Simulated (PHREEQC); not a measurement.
## Buffer (model solution)

Dissolve 0.016 mol NaHSO4, 0.0013 mol Na2CO3 and 0.025 mol LiCl per kg of water at 25 °C. Closed to the air; pH follows from the charge balance.

Equilibrium calculation in PHREEQC: ion-association model, wateq4f.dat.

Each row changes one thing in this solution. No solid was allowed to form.

```csv
case,pH,ionic strength (mol/kgw),SO4-2 (mol/kgw),HSO4- (mol/kgw),NaSO4- (mol/kgw),SI of Mirabilite (Na2SO4:10H2O),SI of Halite (NaCl)
as made,2.12,0.0625,0.0108,0.00431,0.000421,-4.89,-5.11
LiCl replaced by ZnCl2 at the same molality,2.06,0.0937,0.00729,0.00298,0.000253,-5.13,-4.85
LiCl replaced by (CH3)4NCl at the same molality,2.12,0.0633,0.0112,0.00440,0.000435,-4.88,-5.12
Na2CO3 replaced by Na2HAsO4 at the same molality,2.10,0.0629,0.0106,0.00445,0.000416,-4.89,-5.11
diluted 2-fold with water,2.35,0.0327,0.00608,0.00161,0.000144,-5.61,-5.67
temperature from 25 to 60 °C,2.23,0.0587,0.00888,0.00631,0.000409,-6.46,-5.19
temperature from 25 to 5 °C,2.07,0.0642,0.0116,0.00346,0.000403,-3.84,-5.06
LiCl replaced by FeCl2 at the same molality,2.08,0.0969,0.00805,0.00312,0.000277,-5.10,-4.85
```

At this temperature some constants are extrapolated from 25 °C, and those without enthalpy data are left unchanged.
